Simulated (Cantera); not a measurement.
Feed: 1 mol SiC, 0.11 mol N₂O, 280 mol N₂, held at 1677 °C and 10.0 mbar.

Cantera equilibrium calculation (NASA polynomials, part measured and part estimated; ideal gas, pure solids and liquids). Candidate condensed phases: C, Si, SiC, SiO₂, Si₂N₂O, Si₃N₄; 34 gas species. The numbers say what is thermodynamically allowed, not how fast it happens.

Base state: N₂ 0.999, CO 0.000366, Si 0.000321, SiO 2.67e-5 (mole fractions); condensed: SiC(s).

Task: What changes in the equilibrium state with this change: N₂O from 0.11 to 0.78 mol?

Result: 
```csv
species,before,after
N₂,0.999,0.996
CO,0.000366,0.00184
SiO,2.67e-5,0.000926
Si₂N,1.75e-6,1.21e-5
Si,0.000321,0.000842
"SiC(s), mol",0.894,0.475
```
The tables' values for SiN are old estimates; treat these amounts as uncertain.
